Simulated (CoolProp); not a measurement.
Vapour-liquid equilibrium of propylene (1) + R134a (2) at 314.5 K; x and y are mole fractions of (1).

The numbers come from the multi-fluid Helmholtz-energy mixture model, Lemmon 2013 and Tillner-Roth 1994; pair parameters Bell 2016 in CoolProp.

```json
[
 {"x": "0.05", "bubble pressure, mixture model (bar)": "11.62", "bubble pressure, Raoult's law (bar)": "10.86", "y, mixture model": "0.116", "y, Raoult's law": "0.078"},
 {"x": "0.2", "bubble pressure, mixture model (bar)": "14.23", "bubble pressure, Raoult's law (bar)": "11.83", "y, mixture model": "0.345", "y, Raoult's law": "0.287"},
 {"x": "0.35", "bubble pressure, mixture model (bar)": "16.02", "bubble pressure, Raoult's law (bar)": "12.80", "y, mixture model": "0.485", "y, Raoult's law": "0.465"},
 {"x": "0.5", "bubble pressure, mixture model (bar)": "17.19", "bubble pressure, Raoult's law (bar)": "13.77", "y, mixture model": "0.590", "y, Raoult's law": "0.617"},
 {"x": "0.65", "bubble pressure, mixture model (bar)": "17.85", "bubble pressure, Raoult's law (bar)": "14.73", "y, mixture model": "0.686", "y, Raoult's law": "0.750"},
 {"x": "0.8", "bubble pressure, mixture model (bar)": "18.01", "bubble pressure, Raoult's law (bar)": "15.70", "y, mixture model": "0.792", "y, Raoult's law": "0.866"},
 {"x": "0.95", "bubble pressure, mixture model (bar)": "17.43", "bubble pressure, Raoult's law (bar)": "16.67", "y, mixture model": "0.935", "y, Raoult's law": "0.968"}
]
```

The largest gap from Raoult's law is +25.2 % in bubble pressure, at x = 0.35. y crosses x between x = 0.65 and 0.8: the model has an azeotrope there.

The pair parameters rest on a limited set of measurements; away from them the model extrapolates.
